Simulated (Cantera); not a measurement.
An isothermal, constant-pressure homogeneous reactor starts with NH3 : H2 = 1 : 2.4 (molar parts), at 1475 K and 0.790 bar. Integrator tolerance rtol = 1e-08.

Model: the gas-phase N/H chemistry of the illustrative SiF4/NH3 mechanism in the Surface Chemkin manual (1991), integrated in Cantera. Walls and surfaces, which speed up NH3 decomposition in real reactors, are not modelled.

What does this change do: temperature 1475 to 2300 K?


```json
[
 {"quantity": "x(NH3) at 8.00 s", "before": "0.286 (gas-phase equilibrium 1.46e-5)", "after": "2.85e-6 (gas-phase equilibrium 2.85e-6)"},
 {"quantity": "x(H2) at 8.00 s", "before": "0.711 (gas-phase equilibrium 0.886)", "after": "0.877 (gas-phase equilibrium 0.877)"},
 {"quantity": "x(NH2) at 8.00 s", "before": "9.56e-6 (gas-phase equilibrium 4.94e-10)", "after": "1.06e-7 (gas-phase equilibrium 1.06e-7)"},
 {"quantity": "x(N2H2) at 8.00 s", "before": "1.47e-8 (gas-phase equilibrium <1e-12)", "after": "1.21e-12 (gas-phase equilibrium 1.21e-12)"},
 {"quantity": "x(N) at 8.00 s", "before": "2.25e-10 (gas-phase equilibrium <1e-12)", "after": "1.47e-8 (gas-phase equilibrium 1.47e-8)"},
 {"quantity": "x(N2) at 8.00 s", "before": "0.00295 (gas-phase equilibrium 0.114)", "after": "0.113 (gas-phase equilibrium 0.113)"},
 {"quantity": "x(H) at 8.00 s", "before": "1.10e-5 (gas-phase equilibrium 1.38e-5)", "after": "0.0103 (gas-phase equilibrium 0.0103)"}
]
```
